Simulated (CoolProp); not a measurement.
Tetradecamethylhexasiloxane (MD4M) along the isobar 0.907 MPa: fugacity coefficient from the reference equation and from simpler models built on Tc = 653.2 K, pc = 0.8286 MPa, ω = 0.800; each cubic takes its own stable root.

Values from CoolProp's reference Helmholtz-energy equation of state, Thol 2019.

```
T (K)   phase  reference  van der Waals  Redlich-Kwong
-----  ------  ---------  -------------  -------------
339.1  liquid   4.017e-5        0.04243       0.004221
359.2  liquid  0.0001672        0.05942            [?]
379.3  liquid  0.0005672        0.08018        0.01573
399.3  liquid   0.001616         0.1047        0.02663
419.4  liquid   0.004017         0.1331        0.04229
439.4  liquid   0.008825         0.1652        0.06336
459.5  liquid    0.01759         0.2010        0.09066
479.6  liquid    0.03213         0.2402         0.1245
499.6  liquid    0.05433            [?]            [?]
519.7  liquid    0.08637         0.3271         0.2117
539.8  liquid     0.1298            [?]         0.2646
559.8  liquid     0.1853         0.4228         0.3224
579.9  liquid     0.2538            [?]         0.3849
599.9  liquid     0.3339            [?]         0.4499
620    liquid     0.4244         0.5735            [?]
```

Question: Some entries are withheld; supply them.

Answer: 
- 359.2, Redlich-Kwong: 0.008552
- 499.6, van der Waals: 0.2822
- 499.6, Redlich-Kwong: 0.1648
- 539.8, van der Waals: 0.3742
- 579.9, van der Waals: 0.4728
- 599.9, van der Waals: 0.5231
- 620, Redlich-Kwong: 0.5166
